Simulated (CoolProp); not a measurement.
n-pentane along the isobar 17.2 MPa: density (kg/m³) from the reference equation and from simpler models built on Tc = 196.5 °C, pc = 3.368 MPa, ω = 0.251; each cubic takes its own stable root.

The numbers come from the reference Helmholtz-energy equation of state, Thol 2019 in CoolProp.

| T (°C) | phase | reference |
|---|---|---|
| 23.85 | liquid | 641.6 |
| 54.55 | liquid | 615.4 |
| 85.35 | liquid | 588.2 |
| 116.15 | liquid | 560.0 |
| 146.85 | liquid | 530.5 |
| 177.65 | liquid | 499.4 |
| 208.35 | supercritical | 466.7 |
| 239.15 | supercritical | 432.2 |
| 269.95 | supercritical | 396.5 |
| 300.65 | supercritical | 361.1 |

Question: How far does each simpler model (van der Waals, Redlich-Kwong, Peng-Robinson) lie from the reference over these 10 states: mean and median of the absolute difference, and the worst?

Answer: 
- van der Waals: mean 28.8 %, median 30.3 %, worst -36.2 % at 23.85 °C and 17.2 MPa
- Redlich-Kwong: mean 7.6 %, median 8.3 %, worst -9.4 % at 23.85 °C and 17.2 MPa
- Peng-Robinson: mean 2.8 %, median 3.5 %, worst +4.5 % at 85.35 °C and 17.2 MPa
